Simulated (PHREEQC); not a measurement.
Dissolve 0.018 mol/kgw NH4HF2, 0.00085 mol/kgw H2SiF6 and 0.066 mol/kgw H2SO4 at 25 °C. Closed to the air; pH follows from the charge balance.

Computed with PHREEQC (ion-association model, phreeqc.dat).

### Question
The ionic strength comes out as 0.105 mol/kgw. What activity coefficients do SO4-2, F-, SiF6-2, NH4+, H+ get?

### Answer
SO4-2 0.37, F- 0.76, SiF6-2 0.37, NH4+ 0.74, H+ 0.82.

This is a speciation only: nothing precipitates in the calculation. Species that the database lacks are ignored. SiF6-2 is the database's only silicon fluoride.
